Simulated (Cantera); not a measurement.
Input: 1 mol C₂H₄, 0.033 mol CO₂, 0.5 mol N₂, 0.43 mol O₂, at 2002 °C and 11.3 Torr.

Cantera equilibrium calculation (NASA polynomials, part measured and part estimated; ideal gas, pure solids and liquids). Candidate condensed phases: C, C₆H₆, C₇H₈, C₈H₁₈, H₂O; 136 gas species. Kinetics and transport are ignored.

Base state: H₂ 0.536, CO 0.263, N₂ 0.137, H 0.0507, HCN 0.0103, C₂H₂ (acetylene) 0.00204, HNC 0.000908, CN 3.98e-5 (mole fractions); condensed: C(graphite).

Problem. What changes in the equilibrium state with this change: pressure from 11.3 Torr to 75.0 Torr?

Solution. 
```json
[
 {"species": "H₂", "before": "0.536", "after": "0.560"},
 {"species": "CO", "before": "0.263", "after": "0.268"},
 {"species": "N₂", "before": "0.137", "after": "0.139"},
 {"species": "H", "before": "0.0507", "after": "0.0201"},
 {"species": "HCN", "before": "0.0103", "after": "0.0106"},
 {"species": "CN", "before": "3.98e-5", "after": "1.55e-5"},
 {"species": "C₂H₂ (acetylene)", "before": "0.00204", "after": "0.00213"},
 {"species": "HNC", "before": "0.000908", "after": "0.000935"},
 {"species": "C(graphite), mol", "before": "1.05", "after": "1.05"}
]
```

Problem. What changes in the equilibrium state with this change: temperature from 2002 °C to 1677 °C?

Solution. 
```json
[
 {"species": "H₂", "before": "0.536", "after": "0.576"},
 {"species": "CO", "before": "0.263", "after": "0.269"},
 {"species": "N₂", "before": "0.137", "after": "0.144"},
 {"species": "H", "before": "0.0507", "after": "0.00710"},
 {"species": "HCN", "before": "0.0103", "after": "0.00347"},
 {"species": "CN", "before": "3.98e-5", "after": "8.94e-7"},
 {"species": "C₂H₂ (acetylene)", "before": "0.00204", "after": "0.000315"},
 {"species": "C(graphite), mol", "before": "1.05", "after": "1.09"}
]
```

Problem. What changes in the equilibrium state with this change: 0.56 mol H₂S added?

Solution. 
```json
[
 {"species": "H₂", "before": "0.536", "after": "0.519"},
 {"species": "CO", "before": "0.263", "after": "0.200"},
 {"species": "CS", "before": "0", "after": "0.107"},
 {"species": "N₂", "before": "0.137", "after": "0.103"},
 {"species": "HCN", "before": "0.0103", "after": "0.00881"},
 {"species": "H", "before": "0.0507", "after": "0.0499"},
 {"species": "S", "before": "0", "after": "0.00340"},
 {"species": "CS₂", "before": "0", "after": "0.00280"},
 {"species": "SH", "before": "0", "after": "0.00236"},
 {"species": "S₂", "before": "0", "after": "0.000722"},
 {"species": "H₂S", "before": "0", "after": "0.000522"},
 {"species": "C(graphite), mol", "before": "1.05", "after": "0.533"}
]
```
Further candidate phases: H₂SO₄, S.
